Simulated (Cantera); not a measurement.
Charge: 1 mol BN, 290 mol H₂, at 1800 °C and 0.133 bar.

These are equilibrium values from Cantera (NASA tables, ideal gas, pure condensed phases), not measurements of a reactor. Candidate condensed phases: B, BN; 15 gas species. The tables' values for BH₂ are old estimates; treat these amounts as uncertain. Gases not in the tables: B₂H₆ and higher boranes. The numbers say what is thermodynamically allowed, not how fast it happens.

Base state: H₂ 0.990, H 0.00717, N₂ 0.00171, BH₂ 0.000694, BH₃ 1.55e-5 (mole fractions); condensed: B(s).

### Question
What changes in the equilibrium state with this change: pressure from 0.133 bar to 1.33 mbar?

### Answer
```csv
species,before,after
H₂,0.990,0.928
H,0.00717,0.0694
N₂,0.00171,0.00166
B,3.23e-6,0.000323
BH₂,0.000694,0.000651
BH₃,1.55e-5,1.40e-6
BH,2.07e-6,2.01e-5
"B(s), mol",0.792,0.700
```
